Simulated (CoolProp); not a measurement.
Vapour-liquid equilibrium of ethylbenzene (1) + p-xylene (2) at 80.55 °C; x and y are mole fractions of (1).

Computed with CoolProp (multi-fluid Helmholtz-energy mixture model, Zhou 2012 and Zhou 2012; pair parameters Bell 2016).

Give the bubble pressure and the first vapour's composition at x = 0.15, 0.25, 0.65. Is there an azeotrope?

x = 0.15: 0.01622 MPa, y = 0.162; x = 0.25: 0.01636 MPa, y = 0.265; x = 0.65: 0.01680 MPa, y = 0.663. No azeotrope shows between x = 0.05 and 0.95.

Pair parameters are fitted to limited data, so mixtures are less certain than the pure fluids.
